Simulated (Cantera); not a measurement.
# Stirred combustor or abatement burner

A perfectly stirred reactor is fed with 5.91 % CH4, 2.54 % CO, 19.3 % O2, 72.1 % N2, 0.166 % CO2, at 7500 Torr; it is adiabatic with a 700 K inlet, and is followed from long to short residence time, starting on the burning branch (τ in s: 0.081, 0.037, 0.017, 0.008, 0.0037, 0.0017, 0.0008, 0.00037, 0.00017, 8e-05, 3.7e-05).

Cantera simulation using GRI-Mech 3.0 (53 species, 325 reactions); the numbers are that mechanism's predictions, not measurements.

```
τ (s)    T (K)     x CH4      x CO    x O2       x O      x H2   x H2O2
-------  -----  --------  --------  ------  --------  --------  -------
0.081     2145   7.34e-7  0.000487  0.0614  0.000152  0.000126  2.73e-7
0.037     2146   1.57e-6  0.000526  0.0618  0.000158  0.000132  2.77e-7
0.017     2147   3.31e-6  0.000602  0.0620  0.000166  0.000141  2.84e-7
0.0080    2146   6.68e-6  0.000748  0.0622  0.000182  0.000160  2.95e-7
0.0037    2143   1.32e-5   0.00104  0.0624  0.000212  0.000197  3.17e-7
0.0017    2137   2.50e-5   0.00158  0.0627  0.000269  0.000267  3.58e-7
0.00080   2127   4.44e-5   0.00249  0.0631  0.000368  0.000385  4.26e-7
0.00037   2111   7.78e-5   0.00404  0.0638  0.000533  0.000584  5.38e-7
0.00017   2085  0.000137   0.00660  0.0651  0.000781  0.000896  7.04e-7
8.0e-5    2045  0.000248    0.0106  0.0672   0.00110   0.00134  9.37e-7
3.7e-5    1980  0.000508    0.0176  0.0713   0.00139   0.00199  1.30e-6
```
x: mole fraction; the columns are a selection and need not sum to one.
